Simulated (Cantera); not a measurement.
Standard-state values (1 bar) from the NASA 1993 polynomials, evaluated with Cantera. Values are per mole of reaction as written; species without (g) are pure solids or liquids, kept so even where they would boil at 1 bar.

P4O10(g) = 10 O(g) + 2 P2(g), with ΔH° = 5683.4 kJ and ΔS° = 1643.5 J/K at 300 K.

How far is the shortcut ΔG° ≈ ΔH°(300 K) − T·ΔS°(300 K) from the full temperature-dependent value at 2525, 2575, 2625, 2675, 2725, 2775, 2825 K?


| T (K) | shortcut (kJ) | full (kJ) | difference (kJ) | difference in log10 K |
|---|---|---|---|---|
| 2525 | 1533.6 | 1496.4 | 37.2 | -0.77 |
| 2575 | 1451.4 | 1414.5 | 36.9 | -0.75 |
| 2625 | 1369.2 | 1332.6 | 36.6 | -0.73 |
| 2675 | 1287.1 | 1250.8 | 36.2 | -0.71 |
| 2725 | 1204.9 | 1169.0 | 35.9 | -0.69 |
| 2775 | 1122.7 | 1087.3 | 35.4 | -0.67 |
| 2825 | 1040.5 | 1005.6 | 34.9 | -0.65 |
The shortcut ignores the heat-capacity change of the reaction.
